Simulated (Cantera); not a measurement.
**Ignition delay**

Mixture: 14.2 % CH4, 1.85 % H2, 17.2 % O2, 65.1 % N2, 1.57 % C2H6, at 34000 Pa, adiabatic and at constant volume. Ignition delay is the time to a rise of 400 K.

Cantera simulation using GRI-Mech 3.0 (53 species, 325 reactions); the numbers are that mechanism's predictions, not measurements.

| T0 (K) | delay (ms) |
|---|---|
| 1125 | 17.9 |
| 1175 | 9.93 |
| 1225 | 5.87 |
| 1275 | 3.59 |
| 1325 | 2.24 |
| 1375 | 1.41 |
| 1425 | 0.906 |
| 1475 | 0.593 |

```json
{
 "apparent activation energy between 1375 and 1475 K": "150 kJ/mol"
}
```
